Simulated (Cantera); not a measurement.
An adiabatic, constant-volume homogeneous reactor starts with C₃H₈ : O₂ : N₂ : H₂O = 1 : 10.6 : 40 : 5 (molar parts), equivalence ratio 0.47, at 1150 K and 13.0 bar. Integrator tolerance rtol = 1e-08.

Detailed kinetics in Cantera: GRI-Mech 3.0 (53 species, 325 reactions). GRI-Mech 3.0 was tuned for natural gas; its chemistry of propane as a main component is partial and can be far from experiment. The pressure lies above the range GRI-Mech 3.0 was tuned for (to about 10 atm).

What does this change do: pressure from 13.0 bar to 0.570 bar?


| quantity | before | after |
|---|---|---|
| time of steepest temperature rise | 2.73 ms | 22.4 ms |
| temperature at 2.00 s | 2272 K | 2241 K |
| equilibrium temperature | 2272 K | 2241 K |
| x(C₃H₈) at 2.00 s | <1e-12 (gas-phase equilibrium <1e-12) | <1e-12 (gas-phase equilibrium <1e-12) |
| x(O₂) at 2.00 s | 0.0919 (gas-phase equilibrium 0.0919) | 0.0917 (gas-phase equilibrium 0.0917) |
| x(H₂O) at 2.00 s | 0.154 (gas-phase equilibrium 0.154) | 0.152 (gas-phase equilibrium 0.152) |
| x(C₂H) at 2.00 s | <1e-12 (gas-phase equilibrium <1e-12) | <1e-12 (gas-phase equilibrium <1e-12) |
| x(H) at 2.00 s | 2.19e-5 (gas-phase equilibrium 2.19e-5) | 0.000177 (gas-phase equilibrium 0.000177) |
| x(HCN) at 2.00 s | <1e-12 (gas-phase equilibrium <1e-12) | <1e-12 (gas-phase equilibrium <1e-12) |
| x(C₂H₂) at 2.00 s | <1e-12 (gas-phase equilibrium <1e-12) | <1e-12 (gas-phase equilibrium <1e-12) |

What does this change do: pressure from 13.0 bar to 0.760 bar?


```tsv
quantity	before	after
time of steepest temperature rise	2.73 ms	19.4 ms
temperature at 2.00 s	2272 K	2245 K
equilibrium temperature	2272 K	2245 K
x(C₃H₈) at 2.00 s	<1e-12 (gas-phase equilibrium <1e-12)	<1e-12 (gas-phase equilibrium <1e-12)
x(O₂) at 2.00 s	0.0919 (gas-phase equilibrium 0.0919)	0.0917 (gas-phase equilibrium 0.0917)
x(H₂O) at 2.00 s	0.154 (gas-phase equilibrium 0.154)	0.152 (gas-phase equilibrium 0.152)
x(C₂H) at 2.00 s	<1e-12 (gas-phase equilibrium <1e-12)	<1e-12 (gas-phase equilibrium <1e-12)
x(H) at 2.00 s	2.19e-5 (gas-phase equilibrium 2.19e-5)	0.000148 (gas-phase equilibrium 0.000148)
x(HCN) at 2.00 s	<1e-12 (gas-phase equilibrium <1e-12)	<1e-12 (gas-phase equilibrium <1e-12)
x(C₂H₂) at 2.00 s	<1e-12 (gas-phase equilibrium <1e-12)	<1e-12 (gas-phase equilibrium <1e-12)
```

What does this change do: constant pressure in place of constant volume?


| quantity | before | after |
|---|---|---|
| time of steepest temperature rise | 2.73 ms | 2.83 ms |
| temperature at 2.00 s | 2272 K | 2054 K |
| equilibrium temperature | 2272 K | 2054 K |
| x(C₃H₈) at 2.00 s | <1e-12 (gas-phase equilibrium <1e-12) | <1e-12 (gas-phase equilibrium <1e-12) |
| x(O₂) at 2.00 s | 0.0919 (gas-phase equilibrium 0.0919) | 0.0941 (gas-phase equilibrium 0.0940) |
| x(H₂O) at 2.00 s | 0.154 (gas-phase equilibrium 0.154) | 0.155 (gas-phase equilibrium 0.155) |
| x(C₂H) at 2.00 s | <1e-12 (gas-phase equilibrium <1e-12) | <1e-12 (gas-phase equilibrium <1e-12) |
| x(H) at 2.00 s | 2.19e-5 (gas-phase equilibrium 2.19e-5) | 5.07e-6 (gas-phase equilibrium 5.07e-6) |
| x(HCN) at 2.00 s | <1e-12 (gas-phase equilibrium <1e-12) | <1e-12 (gas-phase equilibrium <1e-12) |
| x(C₂H₂) at 2.00 s | <1e-12 (gas-phase equilibrium <1e-12) | <1e-12 (gas-phase equilibrium <1e-12) |
